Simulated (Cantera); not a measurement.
Charge: 1 mol Fe2O3, 0.31 mol O2, 2.4 mol H2S, equilibrated at 802 °C and 13.3 mbar.

Equilibrium computed with Cantera from the NASA thermochemical tables; the gas is ideal and each condensed phase is pure. Candidate condensed phases: Fe, FeO, Fe(OH)2, Fe(OH)3, FeS, FeSO4, FeS2, Fe2O3, Fe2(SO4)3, Fe3O4, H2O, H2SO4, S; 22 gas species. Mutual solubility and eutectic melting of coexisting phases are not modelled. FeS: taken at fixed stoichiometry. Gases not in the tables: S3 to S7. Rates play no part.

Base state: H2O 0.792, SO2 0.165, S2 0.0192, H2S 0.0115, H2 0.0113, S2O 0.000402, SO 8.14e-5, SH 2.25e-5 (mole fractions); condensed: FeS(s) + Fe3O4(s).

Question: What changes in the equilibrium state with this change: pressure from 13.3 mbar to 1 atm?

Answer: 
```tsv
species	before	after
H2O	0.792	0.799
SO2	0.165	0.171
H2S	0.0115	0.0180
S2	0.0192	0.00832
H2	0.0113	0.00307
SO	8.14e-5	2.28e-5
SH	2.25e-5	7.74e-6
S2O	0.000402	0.000645
FeS(s), mol	1.76	1.79
Fe3O4(s), mol	0.0785	0.0690
```
